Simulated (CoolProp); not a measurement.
Saturated liquid density (kg/m³) of fluorine: the reference equation beside estimates from Tc = 144.4 K, pc = 52.40 bar, ω = 0.045. Rackett uses Z = 0.29056 − 0.08775 ω.

Model: reference Helmholtz-energy equation of state, de Reuck 1990, in CoolProp.

```json
[
 {"T (K)": "104.2", "reference": "1356", "Rackett": "1377", "van der Waals": "928.2", "Soave-Redlich-Kwong": "1337", "Peng-Robinson": "1514"},
 {"T (K)": "106.8", "reference": "1333", "Rackett": "1355", "van der Waals": "912.5", "Soave-Redlich-Kwong": "1310", "Peng-Robinson": "1484"},
 {"T (K)": "109.4", "reference": "1311", "Rackett": "1331", "van der Waals": "896.1", "Soave-Redlich-Kwong": "1281", "Peng-Robinson": "1452"},
 {"T (K)": "112", "reference": "1287", "Rackett": "1307", "van der Waals": "879.0", "Soave-Redlich-Kwong": "1252", "Peng-Robinson": "1419"},
 {"T (K)": "114.7", "reference": "1261", "Rackett": "1282", "van der Waals": "860.4", "Soave-Redlich-Kwong": "1219", "Peng-Robinson": "1382"},
 {"T (K)": "117.3", "reference": "1236", "Rackett": "1255", "van der Waals": "841.7", "Soave-Redlich-Kwong": "1186", "Peng-Robinson": "1345"},
 {"T (K)": "119.9", "reference": "1208", "Rackett": "1228", "van der Waals": "822.0", "Soave-Redlich-Kwong": "1152", "Peng-Robinson": "1305"},
 {"T (K)": "122.5", "reference": "1180", "Rackett": "1199", "van der Waals": "801.1", "Soave-Redlich-Kwong": "1115", "Peng-Robinson": "1263"},
 {"T (K)": "125.1", "reference": "1149", "Rackett": "1169", "van der Waals": "778.9", "Soave-Redlich-Kwong": "1075", "Peng-Robinson": "1217"},
 {"T (K)": "127.8", "reference": "1115", "Rackett": "1135", "van der Waals": "754.2", "Soave-Redlich-Kwong": "1031", "Peng-Robinson": "1166"},
 {"T (K)": "130.4", "reference": "1079", "Rackett": "1099", "van der Waals": "728.4", "Soave-Redlich-Kwong": "985.5", "Peng-Robinson": "1113"},
 {"T (K)": "133", "reference": "1039", "Rackett": "1060", "van der Waals": "700.0", "Soave-Redlich-Kwong": "935.2", "Peng-Robinson": "1054"},
 {"T (K)": "135.6", "reference": "992.4", "Rackett": "1015", "van der Waals": "668.1", "Soave-Redlich-Kwong": "879.0", "Peng-Robinson": "988.1"},
 {"T (K)": "138.2", "reference": "937.1", "Rackett": "962.0", "van der Waals": "631.2", "Soave-Redlich-Kwong": "814.3", "Peng-Robinson": "911.8"}
]
```

Absolute difference from the reference over all 14 rows, mean and median: Rackett 1.8 and 1.7 %, van der Waals 32.1 and 32.0 %, Soave-Redlich-Kwong 5.9 and 5.1 %, Peng-Robinson 6.8 and 7.5 %.
